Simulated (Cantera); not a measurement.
Feed: 1 mol Fe2O3, 800 mol H2, 0.74 mol H2O.

Method: chemical equilibrium by Gibbs-energy minimisation in Cantera with the NASA 1993 tables (ideal gas, pure condensed phases). Candidate condensed phases: Fe, FeO, Fe(OH)2, Fe(OH)3, Fe2O3, Fe3O4, H2O; 12 gas species. Kinetics and transport are ignored.

Stable condensed phases, one row left out:

```
T in K \ P in Pa
              10      42     180     750    3200   13000   56000  240000 1000000
   2200        A       A       A       A       A       A       A       B       B
   2050        A       A       A       A       A       A       B       B       B
   1900        A       A       A       A       A       B       B       B       B
   1600        A       A       B       B       B       B       B       B       B
   1450        B       B       B       B       B       B       B       B       B
   1300        B       B       B       B       B       B       B       B       B
   1150        B       B       B       B       B       B       B       B       B
   1000        B       B       B       B       B       B       B       B       B
    850        B       B       B       B       B       B       B       B       B
    700        B       B       B       B       B       B       B       B       B
```

A: gas only; B: Fe.

### Question
Give the row for 1750 K.

### Answer
10: gas only; 42: gas only; 180: gas only; 750: Fe; 3200: Fe; 13000: Fe; 56000: Fe; 240000: Fe; 1000000: Fe.
